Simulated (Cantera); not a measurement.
Feed: 1 mol CF4, 0.26 mol CH4, 10 mol H2, equilibrated at 6.20 mbar.

Method: chemical equilibrium by Gibbs-energy minimisation in Cantera with the NASA 1993 tables (ideal gas, pure condensed phases). Candidate condensed phases: C, C6H6, C7H8, C8H18; 95 gas species. Kinetics and transport are ignored. All values below are at 1673 K.

Base state: H2 0.679, HF 0.319, H 0.00119, C2H2 (acetylene) 3.87e-5 (mole fractions); condensed: C(graphite).

**Question.** What changes in the equilibrium state with this change: CF4 replaced by CH3F?

**Answer.** 
```csv
species,before,after
H2,0.679,0.919
HF,0.319,0.0798
H,0.00119,0.00139
C2H2 (acetylene),3.87e-5,5.23e-5
"C(graphite), mol",1.26,1.26
```
